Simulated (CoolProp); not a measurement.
Vapour-liquid equilibrium of n-hexane (1) + dimethyl carbonate (2) at 331.3 K; x and y are mole fractions of (1).

Values from CoolProp's multi-fluid Helmholtz-energy mixture model, Thol 2019 and Zhou 2011; pair parameters Bell 2016.

Q: Give the bubble pressure and the first vapour's composition at x = 0.35, 0.65, 0.95. Is there an azeotrope?

A: x = 0.35: 0.07411 MPa, y = 0.642; x = 0.65: 0.07824 MPa, y = 0.711; x = 0.95: 0.07484 MPa, y = 0.916. y crosses x between x = 0.65 and 0.75: the model has an azeotrope there.

Pair parameters are fitted to limited data, so mixtures are less certain than the pure fluids. With so large a gap from Raoult's law the liquid may split in two, which this calculation doesn't test in full.
